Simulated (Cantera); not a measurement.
What does this Cantera script print?

```python
import numpy as np
import cantera as ct

gas_names = """
    C CH CH2 CH3 CH2OH CH3O CH4 CH3OH CN CO CO2 COOH C2 C2H CHCO,ketyl C2H2,acetylene C2H2,vinylidene
    CH2CO,ketene C2H3,vinyl CH3CN CH3CO,acetyl C2H4 C2H4O,ethylen CH3CHO,ethanal CH3COOH (HCOOH)2 C2H5
    C2H6 CH3OCH3 C2H5OH CCN CNC C2N2 C2O C3 C3H3,propargyl C3H4,allene C3H4,propyne C3H4,cyclo-
    C3H5,allyl C3H6,propylene C3H6,cyclo- C3H6O C3H7,n-propyl C3H7,i-propyl C3H8 C3H8O,1propanol
    C3H8O,2propanol C3O2 C4 C4H2 C4H4,1,3-cyclo- C4H6,butadiene C4H6,2-butyne C4H6,cyclo- C4H8,1-butene
    C4H8,cis2-buten C4H8,tr2-butene C4H8,isobutene C4H8,cyclo- (CH3COOH)2 C4H9,n-butyl C4H9,i-butyl
    C4H9,s-butyl C4H9,t-butyl C4H10,isobutane C4H10,n-butane C4N2 C5 C5H6,1,3cyclo- C5H8,cyclo-
    C5H10,1-pentene C5H10,cyclo- C5H11,pentyl C5H11,t-pentyl C5H12,n-pentane C5H12,i-pentane
    CH3C(CH3)2CH3 C6H2 C6H5,phenyl C6H5O,phenoxy C6H6 C6H5OH,phenol C6H10,cyclo- C6H12,1-hexene
    C6H12,cyclo- C6H13,n-hexyl C7H7,benzyl C7H8 C7H8O,cresol C7H14,1-heptene C7H15,n-heptyl
    C7H16,n-heptane C8H8,styrene C8H10,ethylbenz C8H16,1-octene C8H17,n-octyl C8H18,isooctane
    C8H18,n-octane C9H19,n-nonyl C10H8,naphthale C10H21,n-decyl C12H9,o-bipheny C12H10,bipheny H HCN HCO
    HCCN HNC HNCO HNO HNO2 HNO3 HO2 H2 HCHO,formaldehy HCOOH H2O H2O2 N NCO NH NH2 NH3 NH2OH NO NO2 NO3
    N2 N2H2 N2H4 N2O O OH O2 O3
""".split()
cond_names = """
    C(gr) C6H6(L) C7H8(L) C8H18(L),n-octa H2O(s) H2O(L)
""".split()


def load(file, names, dense=False):
    # The tables refer to 1 bar. Condensed volumes are neglected.
    table = {s.name: s for s in ct.Species.list_from_file(file)}
    out = []
    for n in names:
        d = dict(table[n].input_data)
        d["thermo"] = dict(d["thermo"], **{"reference-pressure": 1e5})
        if dense:
            d["equation-of-state"] = {"model": "constant-volume", "density": "1e6 g/cm^3"}
        out.append(ct.Species.from_dict(d))
    return out


gas = ct.Solution(thermo="ideal-gas", species=load("nasa_gas.yaml", gas_names))
cond = {s.name: ct.Solution(thermo="fixed-stoichiometry", species=[s], name=s.name)
        for s in load("nasa_condensed.yaml", cond_names, dense=True)}
atoms = {
    'n-butane': {'C': 4, 'H': 10},
    'H2O': {'H': 2, 'O': 1},
    'N2': {'N': 2},
}
top_T = {'C(gr)': 4500}  # K; cautious upper limits of use, not melting points


def equilibrate(T, P, feed):
    n = {}
    for name, mol in feed.items():
        for a, k in atoms[name].items():
            n[a] = n.get(a, 0.0) + k * mol
    gas.TPX = T, P, n
    mass = sum(n.values()) * gas.mean_molecular_weight
    gas.equilibrate("TP")
    valid = [c for c in cond.values() if c.min_temp <= T <= top_T.get(c.name, c.max_temp)]
    mix = ct.Mixture([(gas, mass / gas.mean_molecular_weight)] + [(c, 0.0) for c in valid])
    mix.T, mix.P = T, P
    mix.equilibrate("TP", solver="vcs", rtol=1e-11, max_steps=5000)
    return mix


results = []
feed = {'n-butane': 1, 'H2O': 0.99, 'N2': 1.4}  # mol
T = 1373.15  # K
for P in [10, 72, 520, 3700, 27000, 190000, 1400000, 10000000]:
    mix = equilibrate(T, P, feed)
    results.append((T, P, feed, dict(zip(mix.species_names, mix.species_moles))))

top = {s: max(r[3][s] / sum(r[3][g] for g in gas_names) for r in results) for s in gas_names}
cols = sorted((s for s in top if top[s] > 1e-06), key=lambda s: -top[s])[:7]
seen = [c for c in cond_names if any(r[3].get(c, 0) > 1e-12 for r in results)]
print("log10 of partial pressures in bar; condensed amounts in mol")
print(f"{'P/Pa':>10s}" + "".join(f"{s[:9]:>10s}" for s in cols + seen))
for T, P, feed, n in results:
    ng = sum(n[g] for g in gas_names)
    print(f"{P:10.4g}" + "".join(f"{np.log10(max(n[s] / ng * P / 1e5, 1e-99)):10.3f}" for s in cols)
          + "".join(f"{n.get(c, 0):10.4g}" for c in seen))
```

Output:

```
log10 of partial pressures in bar; condensed amounts in mol
      P/Pa        H2        N2       CH4        CO       H2O       CO2       NH3     C(gr)
        10    -4.146    -4.777   -10.590    -4.928   -11.404   -12.499   -12.635     3.009
        72    -3.289    -3.920    -8.876    -4.070    -9.689   -10.785   -10.920     3.009
       520    -2.430    -3.061    -7.158    -3.212    -7.972    -9.067    -9.202     3.009
      3700    -1.578    -2.209    -5.454    -2.359    -6.267    -7.363    -7.498     3.008
   2.7e+04    -0.715    -1.346    -3.728    -1.496    -4.542    -5.637    -5.772     3.004
   1.9e+05     0.129    -0.496    -2.040    -0.650    -2.851    -3.943    -4.081     2.976
   1.4e+06     0.974     0.385    -0.351     0.213    -1.144    -2.218    -2.374     2.796
     1e+07     1.722     1.289     1.146     1.029     0.421    -0.587    -0.799     2.212
```

These are equilibrium values from Cantera (NASA tables, ideal gas, pure condensed phases), not measurements of a reactor. The ideal-gas law is rough above about 30 bar.
